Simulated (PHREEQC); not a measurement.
0.45 g of hydrous ferric oxide (600 m²/g; 0.2 weak and 0.005 strong sites per Fe, Dzombak-Morel constants, diffuse double layer) in 1 kg of water with 0.01 mol/kgw of an inert sodium salt and 3.5e-05 mol/kgw NaH2PO4 and 0.00038 mol/kgw ZnCl2, at 25 °C; the pH is set by adding NaOH or the inert anion's acid. O2 is buffered at 0.21 atm. CO2 from the air is kept out. Nothing may precipitate in this run.

The numbers come from PHREEQC with the ion-association model, wateq4f.dat.

```
pH   P sorbed (%)  Zn sorbed (%)  surface charge σ (C/m²)  surface potential ψ (mV)
---  ------------  -------------  -----------------------  ------------------------
4           100.0            0.1                    0.211                       180
4.5         100.0            0.4                    0.156                       165
5.5         100.0            6.0                    0.075                       128
6           100.0           12.5                    0.050                       108
6.5         100.0           33.7                    0.035                        91
7.5         100.0           87.2                    0.021                        68
8           100.0           97.0                    0.013                        49
8.5          99.7           99.3                    0.006                        24
9.5          83.3           99.5                   -0.007                       -28
10           41.5           99.4                   -0.014                       -51
```

Along this series the solution becomes supersaturated in solids that the run did not let form, among them Zincite(c). H3PO4, which wateq4f.dat lacks, is added to it with the constant of phreeqc.dat. The database has no phosphate complexes of Zn.
